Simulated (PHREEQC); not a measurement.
Consider water at 20 °C with 0.013 mol KHCO3 and 2.8e-06 mol H4SiO4 per kg of water. It is in equilibrium with CO2 at log p = 0 (atm). Otherwise closed; pH follows from the charge balance.

Equilibrium calculation in PHREEQC: ion-association model, wateq4f.dat.

```
Item                       Value
----------------  --------------
pH                          5.86
ionic strength    0.0130 mol/kgw
total alkalinity     13.0 meq/kg
```

```json
[
 {"species": "CO2", "molality": "0.0391", "activity": "0.0392", "log γ": "0.001"},
 {"species": "HCO3-", "molality": "0.0130", "activity": "0.0116", "log γ": "-0.048"},
 {"species": "K+", "molality": "0.0130", "activity": "0.0116", "log γ": "-0.051"},
 {"species": "H4SiO4", "molality": "2.80e-6", "activity": "2.81e-6", "log γ": "0.001"},
 {"species": "H+", "molality": "1.54e-6", "activity": "1.40e-6", "log γ": "-0.043"},
 {"species": "CO3-2", "molality": "5.46e-7", "activity": "3.51e-7", "log γ": "-0.192"},
 {"species": "OH-", "molality": "5.46e-9", "activity": "4.86e-9", "log γ": "-0.051"}
]
```

This is a speciation only: nothing precipitates in the calculation.
